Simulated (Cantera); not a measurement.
Mixture: 3.48 % C₃H₈, 20.2 % O₂, 76.3 % N₂, at 1.00 bar, adiabatic and at constant volume. Ignition delay is the time to a rise of 400 K.

Detailed kinetics in Cantera: GRI-Mech 3.0 (53 species, 325 reactions). GRI-Mech 3.0 was tuned for natural gas; its chemistry of propane as a main component is partial and can be far from experiment.

Q: Predict: delay at 1323 K; delay at 1398 K; delay at 1473 K; delay at 1548 K; delay at 1623 K; delay at 1698 K; apparent activation energy between 1548 and 1698 K.

A: 
- delay at 1323 K: 0.620 ms
- delay at 1398 K: 0.214 ms
- delay at 1473 K: 90.4 µs
- delay at 1548 K: 45.5 µs
- delay at 1623 K: 26.4 µs
- delay at 1698 K: 17.0 µs
- apparent activation energy between 1548 and 1698 K: 140 kJ/mol
